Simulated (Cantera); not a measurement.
A Cantera script and its output.

```python
import numpy as np
import cantera as ct

gas = ct.Solution("gri30.yaml")
gas.TPX = 1275, 100000, {'CH4': 1, 'C2H6': 0.21, 'O2': 1.24, 'N2': 7.83}
reactor = ct.IdealGasConstPressureReactor(gas, energy="on", clone=False)
net = ct.ReactorNet([reactor])
net.rtol, net.atol = 1e-08, 1e-16
show = ['CH4', 'C2H6', 'O2', 'C2H', 'NO2', 'H2O2']
times = np.geomspace(2e-06, 0.1, 15)

steps = ct.SolutionArray(gas, extra=["t"])
rows = []
print(f"{'t/s':>10s}{'T/K':>9s}{'P/Pa':>11s}" + "".join(f"{s:>11s}" for s in show))
for t in times:
    while net.time < t:
        t_next = net.step()
        steps.append(gas.state, t=t_next)
    rows.append([np.interp(t, steps.t, y) for y in (steps.T, steps.P, *steps(*show).X.T)])
    print(f"{t:10.3e}{rows[-1][0]:9.1f}{rows[-1][1]:11.4g}" + "".join(f"{x:11.3e}" for x in rows[-1][2:]))
rate = np.gradient(steps.T, steps.t)
print("integrator steps:", len(steps.t))
if steps.T.max() > steps.T[0] + 200:
    print(f"time of steepest temperature rise: {steps.t[rate.argmax()]:.4e} s")
gas.TPX = 1275, 100000, {'CH4': 1, 'C2H6': 0.21, 'O2': 1.24, 'N2': 7.83}
gas.equilibrate("HP")
print(f"equilibrium (HP): T = {gas.T:.1f} K  " + "  ".join(f"{s} {gas[s].X[0]:.3e}" for s in show))
```

Output:

```
       t/s      T/K       P/Pa        CH4       C2H6         O2        C2H        NO2       H2O2
 2.000e-06   1275.0      1e+05  9.728e-02  2.043e-02  1.206e-01  1.250e-27  4.894e-28  5.493e-12
 4.332e-06   1275.0      1e+05  9.728e-02  2.043e-02  1.206e-01  5.622e-26  1.596e-26  2.995e-11
 9.382e-06   1275.0      1e+05  9.728e-02  2.043e-02  1.206e-01  2.552e-24  7.196e-25  2.062e-10
 2.032e-05   1275.0      1e+05  9.728e-02  2.042e-02  1.206e-01  1.080e-22  4.175e-23  1.831e-09
 4.401e-05   1274.9      1e+05  9.728e-02  2.042e-02  1.206e-01  4.663e-21  2.471e-21  1.757e-08
 9.533e-05   1274.9      1e+05  9.727e-02  2.040e-02  1.206e-01  2.767e-19  1.433e-19  1.561e-07
 2.065e-04   1274.8      1e+05  9.725e-02  2.034e-02  1.206e-01  2.715e-17  1.022e-17  1.196e-06
 4.472e-04   1275.4      1e+05  9.700e-02  2.002e-02  1.203e-01  3.747e-15  1.041e-15  6.361e-06
 9.686e-04   1281.7      1e+05  9.515e-02  1.826e-02  1.183e-01  3.896e-13  6.765e-14  2.174e-05
 2.098e-03   1505.4      1e+05  6.243e-02  3.820e-03  7.802e-02  8.446e-09  2.559e-11  1.953e-05
 4.544e-03   2034.4      1e+05  2.119e-03  4.507e-07  6.333e-08  1.242e-06  5.730e-12  6.413e-11
 9.842e-03   2025.8      1e+05  1.538e-03  2.080e-07  4.557e-08  6.141e-07  1.007e-11  4.370e-11
 2.132e-02   2017.2      1e+05  8.693e-04  5.850e-08  3.327e-08  1.902e-07  1.449e-11  3.017e-11
 4.617e-02   2011.0      1e+05  2.240e-04  3.586e-09  2.697e-08  2.154e-08  2.183e-11  2.392e-11
 1.000e-01   2009.1      1e+05  3.602e-06  9.780e-13  2.687e-08  1.536e-10  2.701e-11  2.384e-11
integrator steps: 1755
time of steepest temperature rise: 2.2935e-03 s
equilibrium (HP): T = 2009.4 K  CH4 1.921e-10  C2H6 3.806e-21  O2 2.758e-08  C2H 5.262e-18  NO2 1.606e-12  H2O2 2.443e-11
```

Model: GRI-Mech 3.0 (53 species, 325 reactions), integrated in Cantera.
